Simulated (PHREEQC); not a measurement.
# Acid rinse or clean: speciation

Dissolve 0.092 mol HNO3, 0.3 mol CaCl2 and 0.00045 mol MnSO4 per kg of water at 50 °C. It is in equilibrium with CO2 at log p = -3.4 (atm). Otherwise closed; pH follows from the charge balance.

All values are PHREEQC results (ion-association model, phreeqc.dat), not measurements.

This is a speciation only: nothing precipitates in the calculation.

Problem. What pH, activity of water does the model give?

Solution. pH 1.17; activity of water 0.982.

Problem. In which forms is Mn present?

Solution. Mn+2 67 %, MnCl+ 30 %, MnCl2 2.3 % of the Mn.

The ionic strength is past about 0.7 mol/kgw, beyond the range of this activity model, so the values are rough. Away from 25 °C the constants follow the database's enthalpies or fits; those with neither stay at their 25 °C values.
